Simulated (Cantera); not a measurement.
An adiabatic, constant-volume homogeneous reactor starts with CH4 : CO : O2 : N2 = 1 : 1.2 : 4.81 : 18.1 (molar parts), at 1348 K and 3750 Torr.

Computed with Cantera and GRI-Mech 3.0 (53 species, 325 reactions).

Question: Predict: time of steepest temperature rise; temperature at 3.00 s; equilibrium temperature; x(CO) at 3.00 s; x(O2) at 3.00 s; x(O) at 3.00 s.

Answer: 
```json
{
  "time_of_steepest_temperature_rise": "1.19 ms",
  "temperature at 3.00 s": "2645 K",
  "equilibrium_temperature": "2645 K",
  "x(CO) at 3.00 s": "0.00708 (gas-phase equilibrium 0.00708)",
  "x(O2) at 3.00 s": "0.0813 (gas-phase equilibrium 0.0813)",
  "x(O) at 3.00 s": "0.00263 (gas-phase equilibrium 0.00263)"
}
```
